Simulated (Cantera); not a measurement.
Charge: 1 mol Cu2O, 2.7 mol CH4, 16 mol N2, equilibrated at 0.0100 bar.

These are equilibrium values from Cantera (NASA tables, ideal gas, pure condensed phases), not measurements of a reactor. Candidate condensed phases: C, C6H6, C7H8, C8H18, Cu, CuO, Cu(OH)2, Cu2O, H2O; 139 gas species. The numbers say what is thermodynamically allowed, not how fast it happens.

log p: log10 of the partial pressure in bar; n: condensed amount in mol.

| T (K) | log p N2 | log p H2 | log p H | log p Cu | log p CO | log p HCN | n C(graphite) | n Cu(s) | n Cu(l) |
|---|---|---|---|---|---|---|---|---|---|
| 1200 | -2.15 | -2.62 | -8.01 | -7.91 | -3.35 | -6.51 | 1.70 | 2.00 | 0 |
| 1400 | -2.15 | -2.62 | -6.62 | -5.87 | -3.35 | -5.69 | 1.70 | 0 | 2.00 |
| 1600 | -2.15 | -2.62 | -5.57 | -4.40 | -3.35 | -5.07 | 1.68 | 0 | 1.91 |
| 1800 | -2.17 | -2.65 | -4.77 | -3.27 | -3.37 | -4.62 | 1.64 | 0 | 0.711 |
| 2000 | -2.19 | -2.67 | -4.12 | -3.09 | -3.39 | -4.26 | 1.55 | 0 | 0 |
| 2200 | -2.19 | -2.70 | -3.60 | -3.09 | -3.39 | -3.97 | ___ | 0 | 0 |
| 2400 | -2.20 | -2.77 | -3.18 | -3.10 | -3.40 | -3.75 | ___ | 0 | 0 |
| 2600 | -2.22 | -2.91 | -2.87 | -3.12 | -3.42 | -3.61 | ___ | 0 | 0 |

Question: Fill in the missing entries.

Answer: 
- 2200, n C(graphite): 1.39
- 2400, n C(graphite): 1.13
- 2600, n C(graphite): 0.791
